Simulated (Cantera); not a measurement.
Feed: 1 mol Al2O3, 0.73 mol C, 1.3 mol N2, at 7.80 bar.

Equilibrium computed with Cantera from the NASA thermochemical tables; the gas is ideal and each condensed phase is pure. Candidate condensed phases: Al, AlN, Al2O3, C; 32 gas species. Mutual solubility and eutectic melting of coexisting phases are not modelled. Condensed phases not in the tables: aluminium oxynitride. Equilibrium is a limit: real reactors are often held back by kinetics, nucleation or transport.

x: gas mole fraction; n: condensed amount in mol.

```json
[
 {"T (K)": "1650", "x N2": "0.981", "x CO": "0.0190", "x Al2O": "8.94e-12", "x Al": "2.96e-10", "x AlO": "<1e-12", "n AlN(s)": "___", "n Al2O3(s)": "0.992", "n C(graphite)": "0.705", "n Al2O3(l)": "0"},
 {"T (K)": "1750", "x N2": "0.952", "x CO": "0.0481", "x Al2O": "2.64e-10", "x Al": "4.22e-9", "x AlO": "2.91e-12", "n AlN(s)": "___", "n Al2O3(s)": "0.978", "n C(graphite)": "0.665", "n Al2O3(l)": "0"},
 {"T (K)": "1850", "x N2": "0.892", "x CO": "0.108", "x Al2O": "5.49e-9", "x Al": "4.58e-8", "x AlO": "4.15e-11", "n AlN(s)": "___", "n Al2O3(s)": "0.949", "n C(graphite)": "0.578", "n Al2O3(l)": "0"},
 {"T (K)": "1950", "x N2": "0.781", "x CO": "0.219", "x Al2O": "8.71e-8", "x Al": "4.03e-7", "x AlO": "4.54e-10", "n AlN(s)": "___", "n Al2O3(s)": "0.889", "n C(graphite)": "0.397", "n Al2O3(l)": "0"},
 {"T (K)": "2050", "x N2": "0.608", "x CO": "0.392", "x Al2O": "1.14e-6", "x Al": "3.05e-6", "x AlO": "4.01e-9", "n AlN(s)": "0.461", "n Al2O3(s)": "0.770", "n C(graphite)": "0.0391", "n Al2O3(l)": "0"},
 {"T (K)": "2150", "x N2": "0.591", "x CO": "0.409", "x Al2O": "1.02e-5", "x Al": "1.72e-5", "x AlO": "2.78e-8", "n AlN(s)": "0.487", "n Al2O3(s)": "0.757", "n C(graphite)": "0", "n Al2O3(l)": "0"},
 {"T (K)": "2250", "x N2": "0.591", "x CO": "0.408", "x Al2O": "7.38e-5", "x Al": "8.21e-5", "x AlO": "1.62e-7", "n AlN(s)": "0.486", "n Al2O3(s)": "0.757", "n C(graphite)": "0", "n Al2O3(l)": "0"},
 {"T (K)": "2350", "x N2": "0.591", "x CO": "0.408", "x Al2O": "0.000438", "x Al": "0.000342", "x AlO": "7.91e-7", "n AlN(s)": "0.485", "n Al2O3(s)": "0", "n C(graphite)": "0", "n Al2O3(l)": "0.756"},
 {"T (K)": "2450", "x N2": "0.590", "x CO": "0.406", "x Al2O": "0.00210", "x Al": "0.00126", "x AlO": "3.19e-6", "n AlN(s)": "0.479", "n Al2O3(s)": "0", "n C(graphite)": "0", "n Al2O3(l)": "0.755"},
 {"T (K)": "2550", "x N2": "0.587", "x CO": "0.400", "x Al2O": "0.00886", "x Al": "0.00422", "x AlO": "1.15e-5", "n AlN(s)": "0.457", "n Al2O3(s)": "0", "n C(graphite)": "0", "n Al2O3(l)": "0.751"},
 {"T (K)": "2650", "x N2": "0.576", "x CO": "0.378", "x Al2O": "0.0335", "x Al": "0.0129", "x AlO": "3.73e-5", "n AlN(s)": "___", "n Al2O3(s)": "0", "n C(graphite)": "0", "n Al2O3(l)": "0.735"},
 {"T (K)": "2750", "x N2": "0.539", "x CO": "0.305", "x Al2O": "0.118", "x Al": "0.0372", "x AlO": "0.000112", "n AlN(s)": "___", "n Al2O3(s)": "0", "n C(graphite)": "0", "n Al2O3(l)": "0.662"},
 {"T (K)": "2850", "x N2": "0.537", "x CO": "0.302", "x Al2O": "0.119", "x Al": "0.0419", "x AlO": "0.000231", "n AlN(s)": "0", "n Al2O3(s)": "0", "n C(graphite)": "0", "n Al2O3(l)": "0.660"},
 {"T (K)": "2950", "x N2": "0.536", "x CO": "0.301", "x Al2O": "0.116", "x Al": "0.0457", "x AlO": "0.000451", "n AlN(s)": "0", "n Al2O3(s)": "0", "n C(graphite)": "0", "n Al2O3(l)": "0.662"}
]
```

Question: What belongs in the gaps?

Answer: 
- 1650, n AlN(s): 0.0166
- 1750, n AlN(s): 0.0431
- 1850, n AlN(s): 0.101
- 1950, n AlN(s): 0.222
- 2650, n AlN(s): 0.375
- 2750, n AlN(s): 0.0200
